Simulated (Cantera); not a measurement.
Feed: 1 mol Si, 1 mol Cl₂, 17 mol H₂, at 1450 K and 0.210 bar.

Equilibrium computed with Cantera from the NASA thermochemical tables; the gas is ideal and each condensed phase is pure. Candidate condensed phases: Si; 19 gas species. The tables' values for SiCl₃ are old estimates; treat these amounts as uncertain. The numbers say what is thermodynamically allowed, not how fast it happens.

Base state: H₂ 0.912, HCl 0.0684, SiCl₂ 0.0158, SiCl₃ 0.00181, SiHCl₃ 0.000865, SiCl₄ 0.000753, SiH₂Cl₂ 0.000154, H 1.97e-5 (mole fractions); condensed: Si(s).

Problem. What changes in the equilibrium state with this change: Cl₂ from 1 to 1.2 mol?

Solution. 
```
species       before     after
----------  --------  --------
H₂             0.912     0.899
HCl           0.0684    0.0762
SiCl₂         0.0158    0.0199
SiCl₄       0.000753   0.00119
SiCl₃        0.00181   0.00255
SiHCl₃      0.000865   0.00121
SiH₂Cl₂     0.000154  0.000191
Si(s), mol     0.651     0.546
```
